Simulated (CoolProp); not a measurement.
The numbers come from the reference Helmholtz-energy equation of state, McLinden 2015 in CoolProp.

**Question.** Give the vapour pressure (kPa), vapour density (kg/m³), enthalpy of vaporisation (kJ/kg) of saturated the fluoroketone C6F12O (FK-5-1-12) at 32.25 °C.

**Answer.** 
```
T (°C)  p (kPa)  vapour density (kg/m³)  enthalpy of vaporisation (kJ/kg)
------  -------  ----------------------  --------------------------------
32.25      54.3                    7.05                              92.8
```
